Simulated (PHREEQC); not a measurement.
Dissolve 0.063 mol/kgw TMAH, 5.7e-05 mol/kgw H4SiO4 and 0.0006 mol/kgw (CH3)4NCl at 20 °C. Closed to the air; pH follows from the charge balance.

Model: ion-association model, phreeqc.dat, run in PHREEQC.

Each row changes one thing in this solution. Precipitation was switched off in this run.

```csv
case,pH,H3SiO4- (mol/kgw),H2SiO4-2 (mol/kgw),H4SiO4 (mol/kgw),SI of Quartz (SiO2)
as made,12.87,3.46e-5,2.23e-5,3.03e-8,-3.46
diluted 100-fold with water,10.95,5.22e-7,2.47e-9,4.60e-8,-3.28
temperature from 20 to 25 °C,12.70,3.53e-5,2.16e-5,3.82e-8,-3.43
(CH3)4NCl from 0.0006 to 0.0009 mol/kgw,12.87,3.46e-5,2.23e-5,3.03e-8,-3.46
temperature from 20 to 75 °C,11.38,4.19e-5,1.48e-5,2.54e-7,-3.24
```

(CH3)4N+ isn't in the database: it is added as a free cation with an ion size of 4 Å. At this temperature some constants are extrapolated from 25 °C, and those without enthalpy data are left unchanged.
